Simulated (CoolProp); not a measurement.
Dodecamethylpentasiloxane (MD3M) along the isobar 0.301 MPa: fugacity coefficient from the reference equation and from simpler models built on Tc = 628.0 K, pc = 0.9540 MPa, ω = 0.730; each cubic takes its own stable root.

The numbers come from the reference Helmholtz-energy equation of state, Thol 2019 in CoolProp.

```json
[
 {"T (K)": "422.4", "phase": "liquid", "reference": "0.03334"},
 {"T (K)": "436.5", "phase": "liquid", "reference": "0.05401"},
 {"T (K)": "450.6", "phase": "liquid", "reference": "0.08375"},
 {"T (K)": "464.7", "phase": "liquid", "reference": "0.1249"},
 {"T (K)": "478.8", "phase": "liquid", "reference": "0.1798"},
 {"T (K)": "492.9", "phase": "liquid", "reference": "0.2507"},
 {"T (K)": "507.1", "phase": "liquid", "reference": "0.3403"},
 {"T (K)": "521.2", "phase": "liquid", "reference": "0.4488"},
 {"T (K)": "535.3", "phase": "liquid", "reference": "0.5779"},
 {"T (K)": "549.4", "phase": "liquid", "reference": "0.7276"},
 {"T (K)": "563.5", "phase": "gas", "reference": "0.8209"},
 {"T (K)": "577.6", "phase": "gas", "reference": "0.8389"},
 {"T (K)": "591.8", "phase": "gas", "reference": "0.8547"},
 {"T (K)": "605.9", "phase": "gas", "reference": "0.8684"},
 {"T (K)": "620", "phase": "gas", "reference": "0.8806"}
]
```

**Question.** How far does each simpler model (van der Waals, Redlich-Kwong, Soave-Redlich-Kwong, Peng-Robinson) lie from the reference over these 15 states: mean and median of the absolute difference, and the worst?

**Answer.** 
- van der Waals: mean 283.8 %, median 90.3 %, worst +1314.2 % at 422.4 K and 0.301 MPa
- Redlich-Kwong: mean 127.7 %, median 82.7 %, worst +475.9 % at 422.4 K and 0.301 MPa
- Soave-Redlich-Kwong: mean 2.1 %, median 1.9 %, worst +3.7 % at 549.4 K and 0.301 MPa
- Peng-Robinson: mean 2.5 %, median 2.3 %, worst +7.1 % at 422.4 K and 0.301 MPa

At some of these states van der Waals, Redlich-Kwong gives the other phase, because its saturation line lies elsewhere.
